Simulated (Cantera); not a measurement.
An adiabatic, constant-volume homogeneous reactor starts with 27.7 % H2, 20.6 % O2, 51.7 % N2, equivalence ratio 0.67, at 1375 K and 1.01 bar.

Computed with Cantera and the H2/O2 subset of GRI-Mech 3.0, which has no nitrogen chemistry.

One state of this run: T (K) = 2966; P (bar) = 1.98; x H2 = 0.0265; x O2 = 0.0705; x H2O = 0.246; x H2O2 = 1.51e-6; x H = 0.0166; x O = 0.0191; x HO2 = 3.26e-5. x: mole fraction; the columns are a selection and need not sum to one.

Problem. Which value of t (s) does it belong to?
(A) 2.77e-5
(B) 0.0103
(C) 6.29e-6
(D) 3.00e-6

Solution. B, 0.0103
